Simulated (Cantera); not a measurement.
Charge: 1 mol SO2, 5.5 mol O2, at 3048.15 K.

Equilibrium computed with Cantera from the NASA thermochemical tables; the gas is ideal and each condensed phase is pure. Candidate condensed phases: S; 10 gas species. The ideal-gas law is rough above about 30 bar. Kinetics and transport are ignored.

x: gas mole fraction; nothing condenses.

| P (Pa) | x O | x O2 | x SO2 | x S | x SO | x SO3 | x S2 |
|---|---|---|---|---|---|---|---|
| 10 | 0.923 | 0.00480 | 2.81e-5 | 0.0689 | 0.00307 | … | 5.62e-6 |
| 200 | 0.840 | 0.0796 | 0.00557 | 0.0412 | 0.0334 | … | 4.03e-5 |
| 3900 | 0.446 | 0.438 | 0.0702 | 0.00484 | 0.0406 | … | 1.08e-5 |
| 77000 | 0.129 | 0.728 | 0.129 | 0.000272 | 0.0131 | … | 6.74e-7 |
| 1500000 | 0.0311 | 0.818 | 0.148 | 1.42e-5 | 0.00319 | … | 3.57e-8 |
| 30000000 | 0.00705 | 0.840 | 0.151 | 7.04e-7 | 0.000718 | … | 1.76e-9 |

Question: Complete the blanks.

Answer: 
- 10, x SO3: 1.64e-11
- 200, x SO3: 5.92e-8
- 3900, x SO3: 7.73e-6
- 77000, x SO3: 8.16e-5
- 1500000, x SO3: 0.000436
- 30000000, x SO3: 0.00201
